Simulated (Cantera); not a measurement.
## AlN + H2O + N2 (nitride etching)

Feed: 1 mol AlN, 0.28 mol H2O, 91 mol N2, equilibrated at 0.100 bar.

Equilibrium computed with Cantera from the NASA thermochemical tables; the gas is ideal and each condensed phase is pure. Candidate condensed phases: Al, AlN, Al2O3, H2O; 35 gas species. Mutual solubility and eutectic melting of coexisting phases are not modelled. Condensed phases not in the tables: aluminium oxynitride. The numbers say what is thermodynamically allowed, not how fast it happens.

From 625 °C to 1725 °C the condensed part is AlN(s) + Al2O3(s). At 1825 °C the condensed part is AlN(s).

| T (°C) | x N2 | x Al | x H2 | x Al2O | x H | x AlH | x AlOH | n AlN(s) | n Al2O3(s) |
|---|---|---|---|---|---|---|---|---|---|
| 625 | 0.997 | <1e-12 | 0.00306 | <1e-12 | 1.92e-11 | <1e-12 | <1e-12 | 0.813 | 0.0933 |
| 725 | 0.997 | <1e-12 | 0.00306 | <1e-12 | 3.77e-10 | <1e-12 | <1e-12 | 0.813 | 0.0933 |
| 825 | 0.997 | <1e-12 | 0.00306 | <1e-12 | 4.33e-9 | <1e-12 | <1e-12 | 0.813 | 0.0933 |
| 925 | 0.997 | <1e-12 | 0.00306 | <1e-12 | 3.33e-8 | <1e-12 | <1e-12 | 0.813 | 0.0933 |
| 1025 | 0.997 | <1e-12 | 0.00306 | <1e-12 | 1.88e-7 | <1e-12 | <1e-12 | 0.813 | 0.0933 |
| 1125 | 0.997 | 4.70e-11 | 0.00306 | <1e-12 | 8.28e-7 | 1.52e-12 | 8.09e-12 | 0.813 | 0.0933 |
| 1225 | 0.997 | 1.83e-9 | 0.00306 | 3.11e-11 | 3.01e-6 | 3.89e-11 | 1.16e-10 | 0.813 | 0.0933 |
| 1325 | 0.997 | 4.48e-8 | 0.00306 | 1.84e-9 | 9.31e-6 | 6.60e-10 | 1.19e-9 | 0.813 | 0.0933 |
| 1425 | 0.997 | 7.48e-7 | 0.00305 | 6.66e-8 | 2.53e-5 | 7.97e-9 | 9.13e-9 | 0.813 | 0.0933 |
| 1525 | 0.997 | 9.08e-6 | 0.00303 | 1.60e-6 | 6.13e-5 | 7.24e-8 | 5.56e-8 | 0.812 | 0.0933 |
| 1625 | 0.997 | 8.45e-5 | 0.00300 | 2.72e-5 | 0.000135 | 5.17e-7 | 2.77e-7 | 0.802 | 0.0925 |
| 1725 | 0.996 | 0.000626 | 0.00292 | 0.000346 | 0.000274 | 3.00e-6 | 1.16e-6 | 0.714 | 0.0827 |
| 1825 | 0.990 | 0.00383 | 0.00277 | 0.00303 | 0.000512 | 1.45e-5 | 3.67e-6 | 0.0853 | 0 |
x: gas mole fraction; n: condensed amount in mol.
